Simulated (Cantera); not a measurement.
# Premixed flame

A freely propagating, adiabatic, planar premixed flame of 45.7 % H₂, 11.4 % O₂, 42.9 % N₂, unburnt at 600 K and 3.50 bar; multicomponent transport, grid criteria slope 0.08 and curve 0.16, no radiation.

Model: the H2/O2 subset of GRI-Mech 3.0, which has no nitrogen chemistry, integrated in Cantera. The hydrogen kinetics of GRI-Mech 3.0 are dated; newer H2 mechanisms differ, most at raised pressure. Burning velocities carry a grid error of a few per cent, more on coarse grids.

```
z (mm)   T (K)  u (m/s)   x H₂      x O₂      x OH       x O     x HO₂       x H
-------  -----  -------  -----  --------  --------  --------  --------  --------
-0.271     600     9.20  0.457     0.114     <1e-8     <1e-8     <1e-8     <1e-8
-0.181     600     9.20  0.457     0.114     <1e-8     <1e-8     <1e-8     <1e-8
-0.136     600     9.20  0.457     0.114     <1e-8     <1e-8   1.93e-8     <1e-8
-0.0904    600     9.20  0.457     0.114     <1e-8   1.18e-8   1.42e-6   2.88e-8
-0.0452    644     9.80  0.451     0.114   9.83e-5   1.63e-5  0.000523  0.000240
-0.0226    916     13.6  0.418     0.105  0.000860  0.000343  0.000435   0.00664
0         1327     19.2  0.336    0.0719   0.00225   0.00225  0.000197    0.0328
0.0226    1616     23.0  0.257    0.0276   0.00422   0.00291   7.13e-5    0.0596
0.0452    1757     24.8  0.227   0.00778   0.00490   0.00187   1.95e-5    0.0666
0.0904    1882     26.4  0.223   0.00105   0.00512   0.00108   2.65e-6    0.0592
0.181     1995     27.8  0.231  0.000334   0.00475  0.000685   9.55e-7    0.0452
0.362     2098     29.0  0.239  0.000170   0.00389  0.000367   5.20e-7    0.0315
0.723     2178     29.9  0.245   7.54e-5   0.00282  0.000164   2.48e-7    0.0204
```
x: mole fraction of selected species; z is measured from the peak of heat release.

```json
{
 "laminar_burning_velocity": "920 cm/s",
 "thermal_thickness": "0.0904 mm",
 "peak x(OH)": "0.00512",
 "peak x(O)": "0.00305",
 "peak x(HO₂)": "0.000656",
 "peak x(H)": "0.0666"
}
```
